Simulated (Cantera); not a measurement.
An adiabatic, constant-volume homogeneous reactor starts with CH₄ : C₂H₆ : C₃H₈ : O₂ : N₂ = 1 : 0.13 : 0.27 : 6.56 : 24.7 (molar parts), at 1798 K and 188 Torr.

Detailed kinetics in Cantera: GRI-Mech 3.0 (53 species, 325 reactions). GRI-Mech 3.0 was tuned for natural gas; its chemistry of propane as a main component is partial and can be far from experiment.

Q: Predict: time of steepest temperature rise; temperature at 0.300 s; equilibrium temperature; x(CO) at 0.300 s; x(HCO) at 0.300 s; x(NO) at 0.300 s.

A: 
```
Item                                                                 Value
---------------------------------  ---------------------------------------
time of steepest temperature rise                                  54.2 µs
temperature at 0.300 s                                              2690 K
equilibrium temperature                                             2690 K
x(CO) at 0.300 s                     0.0216 (gas-phase equilibrium 0.0216)
x(HCO) at 0.300 s                  6.62e-9 (gas-phase equilibrium 6.62e-9)
x(NO) at 0.300 s                     0.0179 (gas-phase equilibrium 0.0179)
```
